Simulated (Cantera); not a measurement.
An isothermal, constant-pressure homogeneous reactor starts with C3H8 : H2 = 1 : 49 (molar parts), at 1575 K and 0.00355 atm. Integrator tolerance rtol = 1e-08.

Computed with Cantera and GRI-Mech 3.0 (53 species, 325 reactions). GRI-Mech 3.0 was tuned for natural gas; its chemistry of propane as a main component is partial and can be far from experiment. GRI-Mech 3.0 stops at C3 and has no aromatics, soot or wall deposition, so with more carbon than oxygen in the feed, carbon stays in small species such as C2H2 where larger ones or solid carbon would form. Radical loss at walls, strong at low pressure, is not modelled.

Problem. What does this change do: pressure from 0.00355 atm to 0.987 atm?

Solution. 
```json
[
 {"quantity": "x(C3H8) at 10.0 s", "before": "1.33e-11 (gas-phase equilibrium <1e-12)", "after": "2.74e-9 (gas-phase equilibrium 2.74e-9)"},
 {"quantity": "x(H2) at 10.0 s", "before": "0.964 (gas-phase equilibrium 0.971)", "after": "0.952 (gas-phase equilibrium 0.952)"},
 {"quantity": "x(C2H2) at 10.0 s", "before": "0.0218 (gas-phase equilibrium 0.0282)", "after": "0.00990 (gas-phase equilibrium 0.00990)"},
 {"quantity": "x(C2H6) at 10.0 s", "before": "3.57e-7 (gas-phase equilibrium 2.38e-10)", "after": "6.21e-6 (gas-phase equilibrium 6.21e-6)"},
 {"quantity": "x(C2H) at 10.0 s", "before": "3.71e-8 (gas-phase equilibrium 5.83e-8)", "after": "1.24e-9 (gas-phase equilibrium 1.24e-9)"},
 {"quantity": "x(H) at 10.0 s", "before": "0.000559 (gas-phase equilibrium 0.000687)", "after": "4.08e-5 (gas-phase equilibrium 4.08e-5)"},
 {"quantity": "x(C2H4) at 10.0 s", "before": "2.42e-5 (gas-phase equilibrium 1.36e-5)", "after": "0.00130 (gas-phase equilibrium 0.00130)"}
]
```
